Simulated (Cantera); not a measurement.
**Adiabatic ignition**

An adiabatic, constant-pressure homogeneous reactor starts with CO : H2 : CH4 : O2 : N2 = 1 : 0.059 : 0.063 : 0.345 : 1.3 (molar parts), equivalence ratio 1.9, at 1823 K and 1500 Torr.

Model: GRI-Mech 3.0 (53 species, 325 reactions), integrated in Cantera.

```
t (s)     T (K)   x CO    x H2   x CH4     x CH3  x CH2CO     x HCN
--------  -----  -----  ------  ------  --------  -------  --------
2.00e-6    1823  0.361  0.0213  0.0227   3.58e-5  4.43e-9    <1e-12
7.19e-6    1824  0.361  0.0212  0.0219  0.000702  4.17e-7  5.11e-11
2.58e-5    2362  0.279  0.0129  <1e-12    <1e-12   <1e-12  1.47e-10
9.28e-5    2803  0.269  0.0122  <1e-12    <1e-12   <1e-12   1.78e-9
0.000334   2961  0.262  0.0117  <1e-12    <1e-12   <1e-12   1.43e-8
0.00120    2954  0.263  0.0119  <1e-12    <1e-12   <1e-12   2.09e-8
0.00431    2954  0.263  0.0119  <1e-12    <1e-12   <1e-12   2.12e-8
0.0155     2954  0.263  0.0119  <1e-12    <1e-12   <1e-12   2.12e-8
0.0557     2954  0.263  0.0119  <1e-12    <1e-12   <1e-12   2.12e-8
0.200      2954  0.263  0.0119  <1e-12    <1e-12   <1e-12   2.12e-8
```
x: mole fraction; the columns are a selection and need not sum to one.

- time of steepest temperature rise: 14.7 µs
- temperature at 0.200 s: 2954 K
- equilibrium temperature: 2954 K
- x(CO) at 0.200 s: 0.263 (gas-phase equilibrium 0.263)
- x(H2) at 0.200 s: 0.0119 (gas-phase equilibrium 0.0119)
- x(CH4) at 0.200 s: <1e-12 (gas-phase equilibrium <1e-12)
